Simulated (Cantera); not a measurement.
An adiabatic, constant-pressure homogeneous reactor starts with H₂ : O₂ : N₂ = 1 : 1.61 : 6.06 (molar parts), at 1775 K and 5.00 bar.

Computed with Cantera and GRI-Mech 3.0 (53 species, 325 reactions). The hydrogen kinetics of GRI-Mech 3.0 are dated; newer H2 mechanisms differ, most at raised pressure.

One state of this run: T (K) = 2501; x H₂ = 0.000864; x O₂ = 0.130; x NO = 0.00395; x H₂O = 0.116; x O = 0.00236; x OH = 0.00929; x H₂O₂ = 6.62e-7. x: mole fraction; the columns are a selection and need not sum to one.

### Question
Which value of t (s) does it belong to?
A. 1.51
B. 6.00
C. 0.00151
D. 0.379

### Answer
C, 0.00151
